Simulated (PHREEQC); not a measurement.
Dissolve 0.009 mol/kgw HCl, 0.000425 mol/kgw CaCl2 and 5e-05 mol/kgw KCl at 30 °C. Closed to the air; pH follows from the charge balance.

All values are PHREEQC results (ion-association model, phreeqc.dat), not measurements.

### Question
The ionic strength comes out as 0.0103 mol/kgw. What activity coefficients do H+, Ca+2, Cl-, K+ get?

### Answer
H+ 0.91, Ca+2 0.67, Cl- 0.90, K+ 0.90.

Precipitation was switched off in this run.
